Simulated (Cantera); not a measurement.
Feed: 1 mol Si, 1.2 mol Cl2, 6.5 mol H2, at 1375 K and 0.100 bar.

Cantera equilibrium calculation (NASA polynomials, part measured and part estimated; ideal gas, pure solids and liquids). Candidate condensed phases: Si; 19 gas species. The tables' values for SiCl3 are old estimates; treat these amounts as uncertain. The numbers say what is thermodynamically allowed, not how fast it happens.

Q: What is the equilibrium state?

A: 
```json
{
  "x(H2)": "0.804",
  "x(HCl)": "0.116",
  "x(SiCl2)": "0.0482",
  "x(SiCl4)": "0.0134",
  "x(SiCl3)": "0.0118",
  "x(SiHCl3)": "0.00591",
  "x(SiH2Cl2)": "0.000388",
  "x(H)": "9.72e-6",
  "x(SiH3Cl)": "7.27e-6",
  "n(Si(s))": "0.402 mol",
  "gas_amount": "7.508 mol"
}
```
